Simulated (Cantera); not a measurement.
A closed system holds: 1 mol CH₃Cl, 0.07 mol H₂, 0.0073 mol CH₄, equilibrated at 2998 K and 54.0 Pa.

Equilibrium computed with Cantera from the NASA thermochemical tables; the gas is ideal and each condensed phase is pure. Candidate condensed phases: C, C₆H₆, C₇H₈, C₈H₁₈; 91 gas species. Kinetics and transport are ignored.

Base state: H 0.667, Cl 0.214, C₃ 0.0505, C 0.0412, C₂ 0.0115, H₂ 0.00975, HCl 0.00459, C₂H 0.00141 (mole fractions); condensed: gas only.

**Question.** What changes in the equilibrium state with this change: pressure from 54.0 Pa to 0.780 bar?

**Answer.** 
```json
[
 {"species": "H₂", "before": "0.00975", "after": "0.421"},
 {"species": "HCl", "before": "0.00459", "after": "0.366"},
 {"species": "H", "before": "0.667", "after": "0.115"},
 {"species": "C", "before": "0.0412", "after": "6.38e-5"},
 {"species": "C₂", "before": "0.0115", "after": "3.98e-5"},
 {"species": "C₂H₂ (acetylene)", "before": "0.000120", "after": "0.0260"},
 {"species": "C₃", "before": "0.0505", "after": "0.000392"},
 {"species": "Cl", "before": "0.214", "after": "0.0683"},
 {"species": "CH₃", "before": "1.94e-9", "after": "4.69e-5"},
 {"species": "CH₄", "before": "<1e-9", "after": "1.08e-5"},
 {"species": "C(graphite), mol", "before": "0", "after": "0.869"}
]
```

**Question.** What changes in the equilibrium state with this change: temperature from 2998 K to 2848.15 K?

**Answer.** 
```
species             before     after
----------------  --------  --------
H                    0.667     0.656
Cl                   0.214     0.216
C₃                  0.0505    0.0627
C                   0.0412    0.0173
H₂                 0.00975    0.0249
HCl                0.00459    0.0119
C₂                  0.0115   0.00733
C₂H₂ (acetylene)  0.000120  0.000691
C₅                0.000184  0.000502
C₂H                0.00141   0.00249
```
